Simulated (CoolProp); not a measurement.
Computed with CoolProp (reference Helmholtz-energy equation of state, Thol 2021).

For chlorine, give the phase and the density (kg/m³), isothermal compressibility (1/MPa), expansivity (1/kK), fugacity coefficient at 229.9 K and 2.39 MPa.


- 229.9 K and 2.39 MPa: liquid; density 1590, isothermal compressibility 0.000958, expansivity 1.70, fugacity coefficient 0.0286
